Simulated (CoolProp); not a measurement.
Cyclopropane at 298.15 K and 0.451 MPa is compressed adiabatically to 2.68 MPa with isentropic efficiency 0.85. Each further row changes one setting.

Model: reference Helmholtz-energy equation of state, Polt 1992, in CoolProp. This equation is an older, rougher fit.

```
case             work (kJ/kg)  final temperature (K)  final density (kg/m³)
---------------  ------------  ---------------------  ---------------------
as stated                 123                  397.5                   42.1
efficiency 1              105                  389.3                   43.9
efficiency 0.65           161                  414.5                   39.0
```
